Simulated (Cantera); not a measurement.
Feed: 1 mol AlN, 26 mol HCl, 16 mol H2, at 1025 K and 0.133 bar.

Cantera equilibrium calculation (NASA polynomials, part measured and part estimated; ideal gas, pure solids and liquids). Candidate condensed phases: Al, AlCl3, AlN, NH4Cl; 20 gas species. The numbers say what is thermodynamically allowed, not how fast it happens.

Base state: HCl 0.548, H2 0.417, AlCl3 0.0238, N2 0.0119 (mole fractions); condensed: gas only.

Task: What changes in the equilibrium state with this change: AlN replaced by BN?

Result: 
| species | before | after |
|---|---|---|
| HCl | 0.548 | 0.618 |
| H2 | 0.417 | 0.381 |
| BCl3 | 0 | 0.000198 |
| AlCl3 | 0.0238 | 0 |
| N2 | 0.0119 | 9.87e-5 |
| BN(s), mol | 0 | 0.992 |
Gases not in the tables: BHCl2. Further candidate phases: B, BN.
